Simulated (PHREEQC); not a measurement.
A solution holds 18 mmol/kgw NH4HF2, 0.49 mmol/kgw (NH4)2SiF6 and 2.9 mmol/kgw HBF4, at 45 °C. Closed to the air; pH follows from the charge balance.

Computed with PHREEQC (ion-association model, wateq4f.dat).

pH: 3.18
ionic strength: 0.0202 mol/kgw
total alkalinity: -31.6 meq/kg

| species | molality | activity | log γ |
|---|---|---|---|
| NH4+ | 0.0190 | 0.0164 | -0.063 |
| HF | 0.0183 | 0.0184 | 0.002 |
| F- | 0.0147 | 0.0127 | -0.065 |
| BF4- | 0.00280 | 0.00240 | -0.067 |
| HF2- | 0.00115 | 0.000995 | -0.065 |
| H+ | 0.000751 | 0.000665 | -0.053 |
| SiF6-2 | 0.000490 | 0.000280 | -0.244 |
| H2F2 | 0.000414 | 0.000416 | 0.002 |
| BF3OH- | 8.36e-5 | 7.16e-5 | -0.067 |
| BF2(OH)2- | 1.27e-5 | 1.09e-5 | -0.067 |
| H3BO3 | 2.01e-6 | 2.02e-6 | 0.002 |
| NH3 | 5.27e-8 | 5.27e-8 | 0.000 |
| BF(OH)3- | 1.45e-8 | 1.24e-8 | -0.067 |
| H4SiO4 | 1.27e-9 | 1.28e-9 | 0.002 |

No solid was allowed to form. Species that the database lacks are ignored. At this temperature some constants are extrapolated from 25 °C, and those without enthalpy data are left unchanged. SiF6-2 is the database's only silicon fluoride. Real BF4- forms and hydrolyses slowly; the run takes it at equilibrium.
